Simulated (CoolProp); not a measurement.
Vapour pressure (kPa) of m-xylene: the reference equation beside estimates from Tc = 616.9 K, pc = 3535 kPa, ω = 0.326. Clausius-Clapeyron is anchored at 507.7 K with a constant enthalpy of vaporisation of 28.58 kJ/mol.

Computed with CoolProp (reference Helmholtz-energy equation of state, Zhou 2012).

```json
[
 {"T (K)": "484.3", "reference": "506.5", "Clausius-Clapeyron": "552.5", "van der Waals": "1241", "Soave-Redlich-Kwong": "513.1"},
 {"T (K)": "496", "reference": "626.3", "Clausius-Clapeyron": "653.2", "van der Waals": "1387", "Soave-Redlich-Kwong": "635.8"},
 {"T (K)": "507.7", "reference": "766.4", "Clausius-Clapeyron": "766.4", "van der Waals": "1543", "Soave-Redlich-Kwong": "779.3"},
 {"T (K)": "519.4", "reference": "928.9", "Clausius-Clapeyron": "892.6", "van der Waals": "1709", "Soave-Redlich-Kwong": "___"},
 {"T (K)": "531", "reference": "1115", "Clausius-Clapeyron": "1032", "van der Waals": "1885", "Soave-Redlich-Kwong": "1136"},
 {"T (K)": "542.7", "reference": "___", "Clausius-Clapeyron": "___", "van der Waals": "2073", "Soave-Redlich-Kwong": "1355"},
 {"T (K)": "554.4", "reference": "1573", "Clausius-Clapeyron": "1356", "van der Waals": "2273", "Soave-Redlich-Kwong": "1603"},
 {"T (K)": "566.1", "reference": "1850", "Clausius-Clapeyron": "1541", "van der Waals": "2484", "Soave-Redlich-Kwong": "1884"},
 {"T (K)": "577.8", "reference": "2164", "Clausius-Clapeyron": "1743", "van der Waals": "2706", "Soave-Redlich-Kwong": "2199"}
]
```

Task: What belongs in the gaps?

Result: 
- 519.4, Soave-Redlich-Kwong: 945.9
- 542.7, reference: 1329
- 542.7, Clausius-Clapeyron: 1186

Absolute difference from the reference over all 9 rows, mean and median: Clausius-Clapeyron 9.5 and 9.1 %, van der Waals 75.6 and 69.1 %, Soave-Redlich-Kwong 1.7 and 1.8 %.
